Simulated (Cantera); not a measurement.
Charge: 1 mol CHF3, 0.084 mol H2, held at 0.000100 bar.

Cantera equilibrium calculation (NASA polynomials, part measured and part estimated; ideal gas, pure solids and liquids). Candidate condensed phases: C, C6H6, C7H8, C8H18; 95 gas species. Gases not in the tables: C2F6 and larger saturated fluorocarbons. The numbers say what is thermodynamically allowed, not how fast it happens.

Task: What share of the C ends up in condensed phases as a function of T (K), at 2075, 2125, 2175, 2225, 2275, 2325, 2375, 2425, 2475, 2525?

Result: 
```
T (K)  C condensed (%)           as
-----  ---------------  -----------
2075              73.7  C(graphite)
2125              80.3  C(graphite)
2175              85.4  C(graphite)
2225              88.9  C(graphite)
2275              91.2  C(graphite)
2325              92.4  C(graphite)
2375              92.6  C(graphite)
2425              91.9  C(graphite)
2475              89.6  C(graphite)
2525              84.8  C(graphite)
```
